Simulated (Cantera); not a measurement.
## Hydrocarbon pyrolysis for carbon deposition

A perfectly stirred reactor is fed with C₂H₆ : H₂ : N₂ = 1 : 74 : 1.5 (molar parts), at 20.0 Torr; it is held at 1975 K, and followed from long to short residence time.

Computed with Cantera and GRI-Mech 3.0 (53 species, 325 reactions). GRI-Mech 3.0 stops at C3 and has no aromatics, soot or wall deposition, so with more carbon than oxygen in the feed, carbon stays in small species such as C2H2 where larger ones or solid carbon would form. Radical loss at walls, strong at low pressure, is not modelled.

| τ (s) | x C₂H₆ | x H₂ | x C₂H₂ | x CH₄ | x C₂H | x C₂H₄ |
|---|---|---|---|---|---|---|
| 8.0 | 3.01e-8 | 0.960 | 0.0124 | 0.000544 | 1.77e-6 | 2.67e-6 |
| 2.4 | 1.02e-7 | 0.960 | 0.0121 | 0.00102 | 1.68e-6 | 3.11e-6 |
| 0.70 | 3.64e-7 | 0.960 | 0.0116 | 0.00196 | 1.52e-6 | 4.70e-6 |
| 0.21 | 1.26e-6 | 0.959 | 0.0106 | 0.00367 | 1.31e-6 | 9.81e-6 |
| 0.061 | 4.42e-6 | 0.958 | 0.00903 | 0.00656 | 1.05e-6 | 2.55e-5 |
| 0.018 | 1.49e-5 | 0.956 | 0.00696 | 0.0102 | 7.91e-7 | 6.47e-5 |
| 0.0053 | 4.86e-5 | 0.954 | 0.00498 | 0.0135 | 5.75e-7 | 0.000152 |
| 0.0016 | 0.000154 | 0.952 | 0.00353 | 0.0154 | 4.21e-7 | 0.000347 |
| 0.00046 | 0.000517 | 0.952 | 0.00236 | 0.0157 | 2.82e-7 | 0.000809 |
| 0.00014 | 0.00162 | 0.953 | 0.00120 | 0.0138 | 1.32e-7 | 0.00148 |
x: mole fraction; the columns are a selection and need not sum to one.
